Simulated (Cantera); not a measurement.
Input: 1 mol borazine, 1.2 mol H2O, 4.7 mol N2, 1.8 mol HCl, equilibrated at 10.0 mbar.

Cantera equilibrium calculation (NASA polynomials, part measured and part estimated; ideal gas, pure solids and liquids). Candidate condensed phases: B, BN, B2O3, B3O3H3, H2O, NH4Cl; 49 gas species. The feed counts by its element totals alone. Mutual solubility and eutectic melting of coexisting phases are not modelled. Rates play no part.

### Question
What share of the B ends up in condensed phases as a function of T (K), at 1373, 1398, 1423, 1448, 1473, 1498, 1523, 1548, 1573, 1598, 1623, 1648?

### Answer
```
T (K)  B condensed (%)               as
-----  ---------------  ---------------
1373              99.1  BN(s) + B2O3(l)
1398              98.8  BN(s) + B2O3(l)
1423              98.3  BN(s) + B2O3(l)
1448              97.6  BN(s) + B2O3(l)
1473              96.6  BN(s) + B2O3(l)
1498              95.1  BN(s) + B2O3(l)
1523              93.0  BN(s) + B2O3(l)
1548              89.9  BN(s) + B2O3(l)
1573              85.3  BN(s) + B2O3(l)
1598              78.5  BN(s) + B2O3(l)
1623              72.1            BN(s)
1648              71.3            BN(s)
```
